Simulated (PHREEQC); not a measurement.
A solution holds 2.9 mmol/kgw NH3, 9.7 mmol/kgw Na2SiO3 and 0.12 mmol/kgw Na2CO3, at 35 °C. Closed to the air; pH follows from the charge balance.

Model: ion-association model, phreeqc.dat, run in PHREEQC.

```yaml
pH: 11.58
ionic_strength: 0.0203 mol/kgw
total_alkalinity: 22.5 meq/kg
```

| species | molality | activity | log γ |
|---|---|---|---|
| Na+ | 0.0196 | 0.0171 | -0.060 |
| OH- | 0.00917 | 0.00792 | -0.064 |
| H3SiO4- | 0.00896 | 0.00777 | -0.062 |
| NH3 | 0.00289 | 0.00291 | 0.002 |
| H2SiO4-2 | 0.000637 | 0.000370 | -0.236 |
| H4SiO4 | 9.97e-5 | 0.000100 | 0.002 |
| CO3-2 | 8.71e-5 | 5.06e-5 | -0.236 |
| NaCO3- | 3.02e-5 | 2.62e-5 | -0.062 |
| NH4+ | 7.91e-6 | 6.80e-6 | -0.066 |
| HCO3- | 2.73e-6 | 2.38e-6 | -0.059 |
| NaHCO3 | 2.16e-8 | 2.16e-8 | 0.002 |

No solid was allowed to form. Complexes and solids missing from the database can't appear.
